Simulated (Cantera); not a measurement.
A perfectly stirred reactor is fed with C₂H₆ : N₂ = 1 : 2.4 (molar parts), at 0.00671 atm; it is held at 1125 K, and followed from long to short residence time.

Computed with Cantera and GRI-Mech 3.0 (53 species, 325 reactions). GRI-Mech 3.0 stops at C3 and has no aromatics, soot or wall deposition, so with more carbon than oxygen in the feed, carbon stays in small species such as C2H2 where larger ones or solid carbon would form. Radical loss at walls, strong at low pressure, is not modelled.

Problem. What does this change do: temperature 1125 to 1350 K?

Solution. 
```tsv
quantity	before	after
x(C₂H₆) at τ = 14.0 s	0.0164	0.000567
x(CH₂) at τ = 14.0 s	3.35e-10	3.62e-8
x(HCN) at τ = 14.0 s	7.41e-12	2.41e-8
x(CH₄) at τ = 14.0 s	0.0514	0.0589
x(C₂H) at τ = 14.0 s	1.20e-10	2.46e-8
x(C₂H₆) at τ = 85.0 ms	0.276	0.0520
x(CH₂) at τ = 85.0 ms	1.05e-9	6.32e-7
x(HCN) at τ = 85.0 ms	2.05e-12	6.64e-9
x(CH₄) at τ = 85.0 ms	0.00191	0.0897
x(C₂H) at τ = 85.0 ms	1.75e-12	2.12e-8
```

Problem. What does this change do: temperature 1125 to 1525 K?

Solution. 
| quantity | before | after |
|---|---|---|
| x(C₂H₆) at τ = 14.0 s | 0.0164 | 6.21e-5 |
| x(CH₂) at τ = 14.0 s | 3.35e-10 | 3.90e-7 |
| x(HCN) at τ = 14.0 s | 7.41e-12 | 2.84e-6 |
| x(CH₄) at τ = 14.0 s | 0.0514 | 0.0242 |
| x(C₂H) at τ = 14.0 s | 1.20e-10 | 4.05e-7 |
| x(C₂H₆) at τ = 85.0 ms | 0.276 | 0.00732 |
| x(CH₂) at τ = 85.0 ms | 1.05e-9 | 4.46e-6 |
| x(HCN) at τ = 85.0 ms | 2.05e-12 | 3.31e-7 |
| x(CH₄) at τ = 85.0 ms | 0.00191 | 0.103 |
| x(C₂H) at τ = 85.0 ms | 1.75e-12 | 6.19e-7 |
